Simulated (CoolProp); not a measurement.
The fluid at 298.15 K and 0.12 MPa is compressed adiabatically to 0.445 MPa with isentropic efficiency 0.6. The same conditions are run with several fluids, on thermodynamics alone (safety and materials aside).

Model: reference Helmholtz-energy equation of state of each fluid (oxygen: Schmidt 1985; dimethyl ether: Wu 2011; R114: Platzer 1990; CF4 (R14): Platzer 1990; R134a: Tillner-Roth 1994), in CoolProp. The equations of Platzer and Polt are older, rougher fits.

Question: Rank oxygen, dimethyl ether, R114, CF4 (R14), R134a by work (kJ/kg), highest first.

Answer: oxygen (204), dimethyl ether (124), CF4 (R14) (66.8), R134a (54.5), R114 (31.1)

```csv
fluid,final temperature (K),final density (kg/m³)
oxygen,514.7,3.32
dimethyl ether,380.4,6.72
R114,346.0,29.1
CF4 (R14),387.4,12.2
R134a,362.5,15.8
```

Above 300 K oxygen's equation is extrapolated.
